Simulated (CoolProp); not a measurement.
Chloromethane (R40) along the isobar 28.1 MPa: fugacity coefficient from the reference equation and from simpler models built on Tc = 145.5 °C, pc = 6.929 MPa, ω = 0.150; each cubic takes its own stable root.

The numbers come from the reference Helmholtz-energy equation of state, Thol 2014 in CoolProp.

```json
[
 {"T (°C)": "121.65", "phase": "liquid", "reference": "0.1934"},
 {"T (°C)": "132.15", "phase": "liquid", "reference": "0.2189"},
 {"T (°C)": "142.75", "phase": "liquid", "reference": "0.2457"},
 {"T (°C)": "153.25", "phase": "supercritical", "reference": "0.2731"},
 {"T (°C)": "163.75", "phase": "supercritical", "reference": "0.3013"},
 {"T (°C)": "174.25", "phase": "supercritical", "reference": "0.3300"},
 {"T (°C)": "184.75", "phase": "supercritical", "reference": "0.3590"},
 {"T (°C)": "195.25", "phase": "supercritical", "reference": "0.3881"},
 {"T (°C)": "205.85", "phase": "supercritical", "reference": "0.4174"},
 {"T (°C)": "216.35", "phase": "supercritical", "reference": "0.4461"},
 {"T (°C)": "226.85", "phase": "supercritical", "reference": "0.4744"}
]
```

Problem. How far does each simpler model (Soave-Redlich-Kwong, Peng-Robinson) lie from the reference over these 11 states: mean and median of the absolute difference, and the worst?

Solution. 
- Soave-Redlich-Kwong: mean 9.4 %, median 9.6 %, worst +9.7 % at 142.75 °C and 28.1 MPa
- Peng-Robinson: mean 0.4 %, median 0.4 %, worst +0.6 % at 163.75 °C and 28.1 MPa
